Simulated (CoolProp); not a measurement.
Vapour-liquid equilibrium of R13 (1) + n-butane (2) at 14.9 kPa; x and y are mole fractions of (1).

Model: multi-fluid Helmholtz-energy mixture model, Platzer 1990 and Bücker 2006; pair parameters Bell 2016, in CoolProp. This equation is an older, rougher fit; its heat capacities, sound speeds and derivatives of the liquid may be far off and weren't checked against measurements.

**Question.** Give the bubble temperature and the first vapour's composition at x = 0.05, 0.35, 0.5. Is there an azeotrope?

**Answer.** x = 0.05: -81.5 °C, y = 0.936; x = 0.35: -105.0 °C, y = 0.995; x = 0.5: -106.6 °C, y = 0.996. No azeotrope shows between x = 0.05 and 0.95.

Pair parameters are fitted to limited data, so mixtures are less certain than the pure fluids. With so large a gap from Raoult's law the liquid may split in two, which this calculation doesn't test in full.
